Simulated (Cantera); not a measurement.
Cantera run:

```python
import numpy as np
import cantera as ct

gas_names = """
    C CO COS CO2 CS CS2 C2 C2O C3 C3O2 C4 C5 Mg MgO MgS Mg2 O O2 O3 S SO SO2 SO3 S2 S2O S8
""".split()
cond_names = """
    C(gr) Mg(cr) Mg(L) MgCO3(s) MgO(s) MgO(L) MgS(s) MgSO4(s) MgSO4(L) S(cr1) S(cr2) S(L)
""".split()


# ... load() reads the species with a 1 bar reference pressure and builds the phases ...
atoms = {
    'MgCO3': {'Mg': 1, 'C': 1, 'O': 3},
    'SO2': {'S': 1, 'O': 2},
    'CO2': {'C': 1, 'O': 2},
}
top_T = {'C(gr)': 4500, 'MgS(s)': 2250}  # K; cautious upper limits of use, not melting points


# ... equilibrate(T, P, feed) seeds the gas with the atoms and calls Mixture.equilibrate('TP', solver="vcs", rtol=1e-11, max_steps=5000) ...
results = []
feed = {'MgCO3': 1, 'SO2': 0.62, 'CO2': 0.074}  # mol
P = 11000  # Pa
for T in [600, 700, 800, 900, 1000, 1100, 1200, 1300, 1400, 1500, 1600, 1700, 1800, 1900]:
    mix = equilibrate(T, P, feed)
    results.append((T, P, feed, dict(zip(mix.species_names, mix.species_moles))))

top = {s: max(r[3][s] / sum(r[3][g] for g in gas_names) for r in results) for s in gas_names}
cols = sorted((s for s in top if top[s] > 1e-06), key=lambda s: -top[s])[:7]
seen = [c for c in cond_names if any(r[3].get(c, 0) > 1e-12 for r in results)]
print("log10 of partial pressures in bar; condensed amounts in mol")
print(f"{'T/K':>10s}" + "".join(f"{s[:9]:>10s}" for s in cols + seen))
for T, P, feed, n in results:
    ng = sum(n[g] for g in gas_names)
    print(f"{T:10.4g}" + "".join(f"{np.log10(max(n[s] / ng * P / 1e5, 1e-99)):10.3f}" for s in cols)
          + "".join(f"{n.get(c, 0):10.4g}" for c in seen))
```

Result:

```
log10 of partial pressures in bar; condensed amounts in mol
       T/K       CO2       SO2        S8        S2        CO        O2       S2O  MgCO3(s)    MgO(s)  MgSO4(s)
       600    -0.983    -3.786    -2.270    -3.331    -6.166   -29.797    -5.486     0.587         0     0.413
       700    -1.023    -2.021    -3.202    -2.313    -5.558   -24.039    -3.891         0    0.6586    0.3414
       800    -1.156    -1.395   -21.776    -6.027    -5.977   -18.180    -6.401         0    0.9999 9.575e-05
       900    -1.157    -1.395   -47.643   -11.776    -6.673   -12.680   -10.741         0         1 1.421e-06
      1000    -1.157    -1.395   -52.752   -12.483    -6.259   -10.226   -11.295         0         1         0
      1100    -1.157    -1.395   -55.289   -12.655    -5.820    -8.422   -11.442         0         1         0
      1200    -1.157    -1.395   -57.183   -12.747    -5.442    -6.945   -11.526         0         1         0
      1300    -1.157    -1.395   -57.746   -12.566    -5.059    -5.825   -11.403         0         1         0
      1400    -1.157    -1.395   -56.548   -11.994    -4.628    -5.074   -10.985         0         1         0
      1500    -1.157    -1.395   -54.587   -11.268    -4.198    -4.538   -10.450         0         1         0
      1600    -1.158    -1.396   -52.558   -10.557    -3.804    -4.108    -9.925         0         1         0
      1700    -1.159    -1.396   -50.663    -9.904    -3.452    -3.742    -9.444         0         1         0
      1800    -1.163    -1.397   -48.933    -9.314    -3.138    -3.422    -9.008         0         1         0
      1900    -1.168    -1.399   -47.358    -8.779    -2.859    -3.139    -8.615         0         1         0
```

Equilibrium computed with Cantera from the NASA thermochemical tables; the gas is ideal and each condensed phase is pure. Gases not in the tables: S3 to S7.
